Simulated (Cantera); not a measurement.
Cantera run, input and output.

```python
import numpy as np
import cantera as ct

gas = ct.Solution("gri30.yaml")
gas.TPX = 1400, 1000000, {'H2': 1, 'O2': 0.575, 'N2': 2.16, 'NO': 0.005}
reactor = ct.IdealGasConstPressureReactor(gas, energy="on", clone=False)
net = ct.ReactorNet([reactor])
net.rtol, net.atol = 1e-08, 1e-16
show = ['H2', 'O2', 'NO', 'O', 'N2O', 'NO2', 'N2']
times = np.geomspace(5e-06, 0.2, 16)

steps = ct.SolutionArray(gas, extra=["t"])
rows = []
print(f"{'t/s':>10s}{'T/K':>9s}{'P/Pa':>11s}" + "".join(f"{s:>11s}" for s in show))
for t in times:
    while net.time < t:
        t_next = net.step()
        steps.append(gas.state, t=t_next)
    rows.append([np.interp(t, steps.t, y) for y in (steps.T, steps.P, *steps(*show).X.T)])
    print(f"{t:10.3e}{rows[-1][0]:9.1f}{rows[-1][1]:11.4g}" + "".join(f"{x:11.3e}" for x in rows[-1][2:]))
rate = np.gradient(steps.T, steps.t)
print("integrator steps:", len(steps.t))
if steps.T.max() > steps.T[0] + 200:
    print(f"time of steepest temperature rise: {steps.t[rate.argmax()]:.4e} s")
gas.TPX = 1400, 1000000, {'H2': 1, 'O2': 0.575, 'N2': 2.16, 'NO': 0.005}
gas.equilibrate("HP")
print(f"equilibrium (HP): T = {gas.T:.1f} K  " + "  ".join(f"{s} {gas[s].X[0]:.3e}" for s in show))
```

It prints:

```
       t/s      T/K       P/Pa         H2         O2         NO          O        N2O        NO2         N2
 5.000e-06   2868.9      1e+06  2.586e-02  2.724e-02  1.730e-03  6.634e-03  1.338e-06  1.239e-06  6.462e-01
 1.013e-05   2951.2      1e+06  2.050e-02  2.514e-02  2.180e-03  4.889e-03  1.830e-06  1.426e-06  6.504e-01
 2.054e-05   2952.1      1e+06  2.041e-02  2.475e-02  3.031e-03  4.797e-03  1.847e-06  1.965e-06  6.501e-01
 4.163e-05   2950.0      1e+06  2.052e-02  2.414e-02  4.600e-03  4.701e-03  1.855e-06  2.950e-06  6.494e-01
 8.437e-05   2946.5      1e+06  2.070e-02  2.314e-02  7.156e-03  4.545e-03  1.890e-06  4.506e-06  6.482e-01
 1.710e-04   2942.1      1e+06  2.095e-02  2.193e-02  1.026e-02  4.356e-03  1.966e-06  6.311e-06  6.468e-01
 3.466e-04   2939.2      1e+06  2.111e-02  2.116e-02  1.228e-02  4.234e-03  2.035e-06  7.433e-06  6.458e-01
 7.024e-04   2938.6      1e+06  2.115e-02  2.100e-02  1.269e-02  4.209e-03  2.051e-06  7.659e-06  6.456e-01
 1.424e-03   2938.6      1e+06  2.115e-02  2.099e-02  1.270e-02  4.208e-03  2.051e-06  7.666e-06  6.456e-01
 2.885e-03   2938.6      1e+06  2.115e-02  2.099e-02  1.270e-02  4.208e-03  2.051e-06  7.666e-06  6.456e-01
 5.848e-03   2938.6      1e+06  2.115e-02  2.099e-02  1.270e-02  4.208e-03  2.051e-06  7.666e-06  6.456e-01
 1.185e-02   2938.6      1e+06  2.115e-02  2.099e-02  1.270e-02  4.208e-03  2.051e-06  7.666e-06  6.456e-01
 2.402e-02   2938.6      1e+06  2.115e-02  2.099e-02  1.270e-02  4.208e-03  2.051e-06  7.666e-06  6.456e-01
 4.869e-02   2938.6      1e+06  2.115e-02  2.099e-02  1.270e-02  4.208e-03  2.051e-06  7.666e-06  6.456e-01
 9.868e-02   2938.6      1e+06  2.115e-02  2.099e-02  1.270e-02  4.208e-03  2.051e-06  7.666e-06  6.456e-01
 2.000e-01   2938.6      1e+06  2.115e-02  2.099e-02  1.270e-02  4.208e-03  2.051e-06  7.666e-06  6.456e-01
integrator steps: 1208
time of steepest temperature rise: 2.3330e-06 s
equilibrium (HP): T = 2938.6 K  H2 2.115e-02  O2 2.099e-02  NO 1.270e-02  O 4.208e-03  N2O 2.051e-06  NO2 7.666e-06  N2 6.456e-01
```

Computed with Cantera and GRI-Mech 3.0 (53 species, 325 reactions). The hydrogen kinetics of GRI-Mech 3.0 are dated; newer H2 mechanisms differ, most at raised pressure.
